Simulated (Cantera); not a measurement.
# Halide evaporation, hydrolysis and transport: KCl + H₂

A closed system holds: 1 mol KCl, 130 mol H₂, held at 1.33 mbar.

These are equilibrium values from Cantera (NASA tables, ideal gas, pure condensed phases), not measurements of a reactor. Candidate condensed phases: K, KCl; 10 gas species. Kinetics and transport are ignored.

| T (K) | x H₂ | x H | x KCl | x K | x HCl | x Cl | x K₂Cl₂ |
|---|---|---|---|---|---|---|---|
| 1325 | 0.992 | 4.46e-5 | 0.00726 | 0.000373 | 0.000373 | 1.40e-8 | 1.01e-6 |
| 1425 | 0.991 | 0.000186 | 0.00692 | 0.000710 | 0.000710 | 1.09e-7 | 2.90e-7 |
| 1525 | 0.991 | 0.000645 | 0.00640 | 0.00122 | 0.00122 | 6.38e-7 | 9.18e-8 |
| 1625 | 0.989 | 0.00192 | 0.00570 | 0.00192 | 0.00192 | 2.94e-6 | 3.04e-8 |
| 1725 | 0.985 | 0.00505 | 0.00483 | 0.00278 | 0.00277 | 1.10e-5 | 1.01e-8 |
| 1825 | 0.977 | 0.0119 | 0.00386 | 0.00371 | 0.00368 | 3.42e-5 | 3.28e-9 |
| 1925 | 0.962 | 0.0257 | 0.00290 | 0.00462 | 0.00453 | 9.09e-5 | 1.01e-9 |
| 2025 | 0.936 | 0.0510 | 0.00204 | 0.00538 | 0.00517 | 0.000209 | 2.88e-10 |
x: gas mole fraction; nothing condenses.

From 1325 K to 2025 K nothing is condensed. The main K-bearing gas is KCl at 1325 K and K at 2025 K.
